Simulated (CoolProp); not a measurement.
Properties of carbon monoxide along the isotherm -165.75 °C (Tc = -140.3 °C, pc = 3.498 MPa, ω = 0.050).

Model: reference Helmholtz-energy equation of state, Lemmon 2006, in CoolProp. It is a short technical equation, of lower accuracy than the large ones.

| p (MPa) | phase | density (kg/m³) | cp (kJ/(kg K)) | cv (kJ/(kg K)) | Joule-Thomson coefficient (K/MPa) | fugacity coefficient |
|---|---|---|---|---|---|---|
| 1.75 | liquid | 669.1 | 2.415 | [?] | -0.01126 | 0.4529 |
| 3.5 | liquid | 679.6 | 2.321 | 1.011 | -0.07296 | 0.2457 |
| 5.25 | liquid | 688.8 | 2.251 | 1.014 | -0.1212 | 0.1775 |
| 7 | liquid | 697.0 | 2.195 | 1.017 | -0.1603 | [?] |
| 8.75 | liquid | 704.6 | [?] | 1.020 | -0.1928 | 0.1246 |
| 10.5 | liquid | 711.5 | 2.113 | 1.023 | -0.2203 | 0.1122 |
| 12.2 | liquid | [?] | [?] | 1.027 | -0.2434 | 0.1041 |
| 14 | liquid | 724.0 | 2.054 | [?] | [?] | 0.09809 |
| 15.7 | liquid | [?] | 2.031 | 1.033 | -0.2822 | 0.09413 |
| 17.5 | liquid | 735.0 | 2.010 | 1.037 | -0.2987 | 0.09122 |

### Question
What belongs in the gaps?

### Answer

- 1.75, cv (kJ/(kg K)): 1.009
- 7, fugacity coefficient: 0.1441
- 8.75, cp (kJ/(kg K)): 2.151
- 12.2, density (kg/m³): 717.8
- 12.2, cp (kJ/(kg K)): 2.082
- 14, cv (kJ/(kg K)): 1.030
- 14, Joule-Thomson coefficient (K/MPa): -0.2646
- 15.7, density (kg/m³): 729.5
